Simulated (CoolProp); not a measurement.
Model: reference Helmholtz-energy equation of state, Thol 2019, in CoolProp.

Task: For n-hexane, give the phase and the cv (kJ/(kg K)), viscosity (µPa s) at 534.8 K and 0.337 MPa; 471.6 K and 0.0111 MPa; 257.8 K and 0.0724 MPa.

Result: 
- 534.8 K and 0.337 MPa: gas; cv 2.58, viscosity 11.2
- 471.6 K and 0.0111 MPa: gas; cv 2.33, viscosity 9.87
- 257.8 K and 0.0724 MPa: liquid; cv 1.63, viscosity 463

Viscosity comes from a separate model (Michailidou 2013).
